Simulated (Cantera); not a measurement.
Mixture: CH4 : C2H6 : C3H8 : O2 : N2 = 1 : 0.03 : 0.3 : 6.44 : 24.2 (molar parts), equivalence ratio 0.56, at 3.30 bar, adiabatic and at constant pressure. Ignition delay is the time to a rise of 400 K.

Cantera simulation using GRI-Mech 3.0 (53 species, 325 reactions); the numbers are that mechanism's predictions, not measurements. GRI-Mech 3.0 was tuned for natural gas; its chemistry of propane as a main component is partial and can be far from experiment.

Predict: delay at 1423 K; delay at 1498 K; delay at 1573 K; delay at 1648 K; delay at 1723 K; apparent activation energy between 1573 and 1723 K.


- delay at 1423 K: 0.132 ms
- delay at 1498 K: 58.6 µs
- delay at 1573 K: 30.0 µs
- delay at 1648 K: 17.3 µs
- delay at 1723 K: 11.0 µs
- apparent activation energy between 1573 and 1723 K: 150 kJ/mol
